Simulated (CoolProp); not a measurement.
Vapour-liquid equilibrium of toluene (1) + n-octane (2) at 430.9 K; x and y are mole fractions of (1).

Model: multi-fluid Helmholtz-energy mixture model, Lemmon 2006 and Beckmüller 2019; pair parameters Bell 2016, in CoolProp.

**Question.** Give the bubble pressure and the first vapour's composition at x = 0.05, 0.2, 0.8. Is there an azeotrope?

**Answer.** x = 0.05: 2.369 bar, y = 0.079; x = 0.2: 2.595 bar, y = 0.281; x = 0.8: 3.184 bar, y = 0.828. No azeotrope shows between x = 0.05 and 0.95.

The pair parameters rest on a limited set of measurements; away from them the model extrapolates.
